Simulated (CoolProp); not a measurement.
n-butane along the isotherm 451.6 K: fugacity coefficient from the reference equation and from simpler models built on Tc = 425.1 K, pc = 3796 kPa, ω = 0.201; each cubic takes its own stable root.

Model: reference Helmholtz-energy equation of state, Bücker 2006, in CoolProp.

```json
[
 {"p (kPa)": "633", "phase": "gas", "reference": "0.9548"},
 {"p (kPa)": "1270", "phase": "gas", "reference": "0.9098"},
 {"p (kPa)": "1900", "phase": "gas", "reference": "0.8657"},
 {"p (kPa)": "2530", "phase": "gas", "reference": "0.8217"},
 {"p (kPa)": "3160", "phase": "gas", "reference": "0.7779"},
 {"p (kPa)": "3800", "phase": "supercritical", "reference": "0.7334"},
 {"p (kPa)": "4430", "phase": "supercritical", "reference": "0.6891"},
 {"p (kPa)": "5060", "phase": "supercritical", "reference": "0.6441"},
 {"p (kPa)": "5690", "phase": "supercritical", "reference": "0.5997"}
]
```

**Question.** How far does each simpler model (van der Waals, Redlich-Kwong, Soave-Redlich-Kwong, Peng-Robinson) lie from the reference over these 9 states: mean and median of the absolute difference, and the worst?

**Answer.** 
- van der Waals: mean 1.0 %, median 0.8 %, worst +1.5 % at 451.6 K and 3800 kPa
- Redlich-Kwong: mean 0.7 %, median 0.7 %, worst -1.0 % at 451.6 K and 5060 kPa
- Soave-Redlich-Kwong: mean 0.4 %, median 0.2 %, worst +1.3 % at 451.6 K and 5690 kPa
- Peng-Robinson: mean 2.4 %, median 2.8 %, worst -3.3 % at 451.6 K and 5060 kPa
